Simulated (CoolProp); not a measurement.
Properties of CH3F (R41) along the isotherm 339.8 K.

The numbers come from the reference Helmholtz-energy equation of state, Lemmon 2006 in CoolProp. It is a short technical equation, of lower accuracy than the large ones.

```tsv
p (MPa)	phase	speed of sound (m/s)	isothermal compressibility (1/MPa)	expansivity (1/kK)
2.27	gas	299.6	0.5086	4.545
4.54	gas	273.5	0.3168	7.915
6.81	supercritical	245.1	[?]	18.34
9.09	supercritical	243.9	[?]	[?]
11.4	supercritical	328.5	0.06789	16.16
13.6	supercritical	394.6	0.03456	10.27
15.9	supercritical	447.8	[?]	7.748
18.2	supercritical	491.5	0.01669	6.384
20.4	supercritical	527.5	0.01338	5.547
22.7	supercritical	560.8	0.01109	4.930
25	supercritical	590.9	0.009469	4.470
27.3	supercritical	618.4	0.008267	4.111
29.5	supercritical	642.8	0.007374	[?]
```

Task: Fill in the missing entries.

Result: 
- 6.81, isothermal compressibility (1/MPa): 0.3156
- 9.09, isothermal compressibility (1/MPa): 0.2670
- 9.09, expansivity (1/kK): 38.42
- 15.9, isothermal compressibility (1/MPa): 0.02253
- 29.5, expansivity (1/kK): 3.834
